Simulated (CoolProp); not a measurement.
Model: reference Helmholtz-energy equation of state, Setzmann 1991, in CoolProp.

### Question
For methane, give the phase and the cp (kJ/(kg K)), cv (kJ/(kg K)), Joule-Thomson coefficient (K/MPa), viscosity (µPa s) at 433.9 K and 100 bar.

### Answer
- 433.9 K and 100 bar: supercritical; cp 2.88, cv 2.16, Joule-Thomson coefficient 1.41, viscosity 16.6

Viscosity comes from a separate model (Quiñones-Cisneros 2006).
